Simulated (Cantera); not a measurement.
Cantera run, input and output.

```python
import numpy as np
import cantera as ct

gas = ct.Solution("h2o2.yaml")
gas.TPX = 1550, 1000000, {'H2': 1, 'O2': 0.658, 'N2': 2.47}
reactor = ct.IdealGasConstPressureReactor(gas, energy="on", clone=False)
net = ct.ReactorNet([reactor])
net.rtol, net.atol = 1e-08, 1e-16
show = ['H2', 'O2', 'H2O2', 'HO2', 'H2O', 'O']
times = np.geomspace(4e-06, 8, 16)

steps = ct.SolutionArray(gas, extra=["t"])
rows = []
print(f"{'t/s':>10s}{'T/K':>9s}{'P/Pa':>11s}" + "".join(f"{s:>11s}" for s in show))
for t in times:
    while net.time < t:
        t_next = net.step()
        steps.append(gas.state, t=t_next)
    rows.append([np.interp(t, steps.t, y) for y in (steps.T, steps.P, *steps(*show).X.T)])
    print(f"{t:10.3e}{rows[-1][0]:9.1f}{rows[-1][1]:11.4g}" + "".join(f"{x:11.3e}" for x in rows[-1][2:]))
rate = np.gradient(steps.T, steps.t)
print("integrator steps:", len(steps.t))
if steps.T.max() > steps.T[0] + 200:
    print(f"time of steepest temperature rise: {steps.t[rate.argmax()]:.4e} s")
gas.TPX = 1550, 1000000, {'H2': 1, 'O2': 0.658, 'N2': 2.47}
gas.equilibrate("HP")
print(f"equilibrium (HP): T = {gas.T:.1f} K  " + "  ".join(f"{s} {gas[s].X[0]:.3e}" for s in show))
```

Result:

```
       t/s      T/K       P/Pa         H2         O2       H2O2        HO2        H2O          O
 4.000e-06   2888.3      1e+06  1.776e-02  4.184e-02  2.068e-06  3.096e-05  2.322e-01  7.791e-03
 1.052e-05   2949.7      1e+06  1.420e-02  4.105e-02  2.458e-06  3.119e-05  2.393e-01  6.132e-03
 2.768e-05   2949.9      1e+06  1.419e-02  4.104e-02  2.460e-06  3.120e-05  2.393e-01  6.126e-03
 7.282e-05   2949.9      1e+06  1.419e-02  4.104e-02  2.460e-06  3.120e-05  2.393e-01  6.126e-03
 1.916e-04   2949.9      1e+06  1.419e-02  4.104e-02  2.460e-06  3.120e-05  2.393e-01  6.126e-03
 5.040e-04   2949.9      1e+06  1.419e-02  4.104e-02  2.460e-06  3.120e-05  2.393e-01  6.126e-03
 1.326e-03   2949.9      1e+06  1.419e-02  4.104e-02  2.460e-06  3.120e-05  2.393e-01  6.126e-03
 3.488e-03   2949.9      1e+06  1.419e-02  4.104e-02  2.460e-06  3.120e-05  2.393e-01  6.126e-03
 9.175e-03   2949.9      1e+06  1.419e-02  4.104e-02  2.460e-06  3.120e-05  2.393e-01  6.126e-03
 2.414e-02   2949.9      1e+06  1.419e-02  4.104e-02  2.460e-06  3.120e-05  2.393e-01  6.126e-03
 6.350e-02   2949.9      1e+06  1.419e-02  4.104e-02  2.460e-06  3.120e-05  2.393e-01  6.126e-03
 1.670e-01   2949.9      1e+06  1.419e-02  4.104e-02  2.460e-06  3.120e-05  2.393e-01  6.126e-03
 4.394e-01   2949.9      1e+06  1.419e-02  4.104e-02  2.460e-06  3.120e-05  2.393e-01  6.126e-03
 1.156e+00   2949.9      1e+06  1.419e-02  4.104e-02  2.460e-06  3.120e-05  2.393e-01  6.126e-03
 3.041e+00   2949.9      1e+06  1.419e-02  4.104e-02  2.460e-06  3.120e-05  2.393e-01  6.126e-03
 8.000e+00   2949.9      1e+06  1.419e-02  4.104e-02  2.460e-06  3.120e-05  2.393e-01  6.126e-03
integrator steps: 1014
time of steepest temperature rise: 1.2346e-06 s
equilibrium (HP): T = 2949.9 K  H2 1.419e-02  O2 4.104e-02  H2O2 2.460e-06  HO2 3.120e-05  H2O 2.393e-01  O 6.126e-03
```

Detailed kinetics in Cantera: the H2/O2 subset of GRI-Mech 3.0, which has no nitrogen chemistry. The hydrogen kinetics of GRI-Mech 3.0 are dated; newer H2 mechanisms differ, most at raised pressure.
